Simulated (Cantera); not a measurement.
Cantera with NASA thermochemical tables; ideal gases at 1 bar, condensed phases pure. Values are per mole of reaction as written; species without (g) are pure solids or liquids, kept so even where they would boil at 1 bar.

Q: Between 2275 and 2475 K, where is each reaction favourable under standard conditions?
- 0.8 V + O2(g) → 0.4 V2O5
- 2 Si + O2(g) → 2 SiO(g)
- 2 C + O2(g) → 2 CO(g)

A: 
- 0.8 V + O2(g) → 0.4 V2O5: ΔG° is -286 kJ at 2275 K and -259 kJ at 2475 K; it stays negative (K > 1). ΔH° is -591 kJ and ΔS° -134 J/K at 2475 K.
- 2 Si + O2(g) → 2 SiO(g): ΔG° is -538 kJ at 2275 K and -556 kJ at 2475 K; it stays negative (K > 1). ΔH° is -338 kJ and ΔS° 88 J/K at 2475 K.
- 2 C + O2(g) → 2 CO(g): ΔG° is -618 kJ at 2275 K and -651 kJ at 2475 K; it stays negative (K > 1). ΔH° is -246 kJ and ΔS° 164 J/K at 2475 K.
